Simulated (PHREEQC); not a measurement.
A PHREEQC input (ion-association model, wateq4f.dat):

```
SOLUTION 1
  temp 70
  units mg/L
  pH 12.5
  pe 9.3
  Na 0.00658
  K 0.00499
  Ca 0.113
  Mg 0.0465
  Cl 0.0477
  S(6) 0.392 as SO4
  Alkalinity 0.0332 as HCO3
  Sr 9.99e-05
END
USE solution 1
EQUILIBRIUM_PHASES 1
  Gypsum 0 0
  Quartz 0 0.5
  CO2(g) -2 10
END
```

It stops with these messages:

```
WARNING: Maximum iterations exceeded, 100
WARNING: Maximum iterations exceeded, 100
WARNING: The program has failed to converge to a numerical solution.
ERROR:           Alkalinity has not converged. Total: 5.443851e-07	Calculated: 5.001811e-09	Residual: 5.393833e-07
ERROR: Is non-carbonate alkalinity greater than total alkalinity?
ERROR:                   Ca has not converged. Total: 2.820880e-06	Calculated: 6.277274e-07	Residual: 2.193153e-06
ERROR:                   Cl has not converged. Total: 1.346168e-06	Calculated: 8.920449e-07	Residual: 4.541232e-07
ERROR:                    K has not converged. Total: 1.276837e-07	Calculated: 8.460943e-08	Residual: 4.307428e-08
ERROR:                   Mg has not converged. Total: 1.913666e-06	Calculated: 5.601479e-09	Residual: 1.908065e-06
ERROR:                   Na has not converged. Total: 2.863681e-07	Calculated: 2.649965e-07	Residual: 2.137159e-08
ERROR:                 S(6) has not converged. Total: 4.082811e-06	Calculated: 9.407995e-07	Residual: 3.142012e-06
ERROR:                   Sr has not converged. Total: 1.140765e-09	Calculated: 2.860105e-10	Residual: 8.547545e-10
ERROR:                   Mu Ionic strength has not converged. 	Residual: 2.399108e-07
ERROR:               A(H2O) Activity of water has not converged. 	Residual: -9.998006e-01
ERROR: Model failed to converge for initial solution  1.
```

Question: What went wrong, and how is it mended?

Answer: The fault: pH typed as 12.5 with the alkalinity kept. The line should read `pH 6.03` where the input has `pH 12.5`. With the mend the run ends at pH 5.09 and ionic strength 2.69e-5 mol/kgw.
